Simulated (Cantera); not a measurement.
A Cantera script and its output.

```python
import numpy as np
import cantera as ct

gas = ct.Solution("gri30.yaml")
gas.TPX = 1550, 130, {'C2H6': 1, 'N2': 42}
inlet = ct.Reservoir(gas, clone=True)

reactor = ct.IdealGasConstPressureReactor(gas, energy="off", clone=False)
exhaust = ct.Reservoir(gas, clone=True)
tau = [0.46, 0.24, 0.13, 0.067, 0.035, 0.018, 0.0097, 0.0051, 0.0027, 0.0014][0]
for a, b in ((inlet, reactor), (reactor, exhaust)):
    ct.MassFlowController(a, b, mdot=lambda t: reactor.mass / tau)
net = ct.ReactorNet([reactor])
show = ['C2H6', 'HCN', 'C2H4', 'CH4', 'C2H']

rows = []
print(f"{'tau/s':>10s}{'T/K':>9s}" + "".join(f"{s:>11s}" for s in show))
for tau in [0.46, 0.24, 0.13, 0.067, 0.035, 0.018, 0.0097, 0.0051, 0.0027, 0.0014]:
    net.initial_time = 0.0
    net.advance(30 * tau)
    before = gas.X
    net.advance(40 * tau)
    drift = np.max(np.abs(gas.X - before) / (gas.X + 1e-9))
    rows.append([gas.T, *gas[show].X, drift])
    print(f"{tau:10.3e}{gas.T:9.1f}" + "".join(f"{x:11.3e}" for x in gas[show].X))
```

Result:

```
     tau/s      T/K       C2H6        HCN       C2H4        CH4        C2H
 4.600e-01   1550.0  7.304e-04  8.751e-06  2.802e-03  5.716e-03  5.154e-07
 2.400e-01   1550.0  1.326e-03  6.252e-06  4.267e-03  5.995e-03  5.049e-07
 1.300e-01   1550.0  2.310e-03  4.486e-06  5.903e-03  5.782e-03  4.624e-07
 6.700e-02   1550.0  4.148e-03  3.021e-06  7.465e-03  4.908e-03  3.690e-07
 3.500e-02   1550.0  7.128e-03  1.902e-06  7.886e-03  3.498e-03  2.381e-07
 1.800e-02   1550.0  1.154e-02  1.025e-06  6.366e-03  1.927e-03  1.074e-07
 9.700e-03   1550.0  1.611e-02  4.646e-07  3.718e-03  8.523e-04  3.252e-08
 5.100e-03   1550.0  1.978e-02  1.380e-07  1.425e-03  2.942e-04  4.499e-09
 2.700e-03   1550.0  2.174e-02  1.873e-08  3.607e-04  9.217e-05  1.485e-10
 1.400e-03   1550.0  2.259e-02  6.115e-10  5.688e-05  2.655e-05  7.635e-13
```

Detailed kinetics in Cantera: GRI-Mech 3.0 (53 species, 325 reactions). GRI-Mech 3.0 stops at C3 and has no aromatics, soot or wall deposition, so with more carbon than oxygen in the feed, carbon stays in small species such as C2H2 where larger ones or solid carbon would form. Radical loss at walls, strong at low pressure, is not modelled.
